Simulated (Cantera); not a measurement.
An isothermal, constant-pressure homogeneous reactor starts with CH₄ : H₂O = 1 : 2.4 (molar parts), at 1575 K and 1.00 bar.

Cantera simulation using GRI-Mech 3.0 (53 species, 325 reactions); the numbers are that mechanism's predictions, not measurements.

x: mole fraction; the columns are a selection and need not sum to one.

```json
[
 {"t (s)": "0.000500", "x CH₄": "0.292", "x H₂O": "0.706", "x CO": "7.09e-7", "x H₂O₂": "1.47e-12", "x CO₂": "3.59e-10", "x CH₃": "0.000339", "x O₂": "2.29e-12"},
 {"t (s)": "0.00170", "x CH₄": "0.287", "x H₂O": "0.704", "x CO": "[?]", "x H₂O₂": "3.13e-12", "x CO₂": "[?]", "x CH₃": "0.000491", "x O₂": "2.49e-11"},
 {"t (s)": "0.00579", "x CH₄": "0.267", "x H₂O": "0.695", "x CO": "[?]", "x H₂O₂": "3.46e-12", "x CO₂": "[?]", "x CH₃": "0.000489", "x O₂": "1.34e-10"},
 {"t (s)": "0.0197", "x CH₄": "0.218", "x H₂O": "0.665", "x CO": "0.00109", "x H₂O₂": "2.46e-12", "x CO₂": "5.72e-5", "x CH₃": "0.000350", "x O₂": "1.84e-10"},
 {"t (s)": "0.0671", "x CH₄": "0.142", "x H₂O": "0.616", "x CO": "0.00438", "x H₂O₂": "1.79e-12", "x CO₂": "0.000644", "x CH₃": "0.000210", "x O₂": "5.81e-11"},
 {"t (s)": "0.228", "x CH₄": "0.0718", "x H₂O": "0.550", "x CO": "0.0149", "x H₂O₂": "1.40e-12", "x CO₂": "0.00501", "x CH₃": "0.000105", "x O₂": "2.50e-11"},
 {"t (s)": "0.777", "x CH₄": "0.0421", "x H₂O": "0.461", "x CO": "0.0435", "x H₂O₂": "<1e-12", "x CO₂": "0.0166", "x CH₃": "5.87e-5", "x O₂": "1.47e-11"},
 {"t (s)": "2.64", "x CH₄": "0.0309", "x H₂O": "0.356", "x CO": "0.0937", "x H₂O₂": "<1e-12", "x CO₂": "0.0245", "x CH₃": "3.84e-5", "x O₂": "8.61e-12"},
 {"t (s)": "9.00", "x CH₄": "0.0164", "x H₂O": "0.277", "x CO": "0.139", "x H₂O₂": "<1e-12", "x CO₂": "0.0247", "x CH₃": "1.89e-5", "x O₂": "5.63e-12"}
]
```

### Question
Complete the blanks.

### Answer

- 0.00170, x CO: 2.14e-5
- 0.00170, x CO₂: 6.03e-8
- 0.00579, x CO: 0.000239
- 0.00579, x CO₂: 3.49e-6
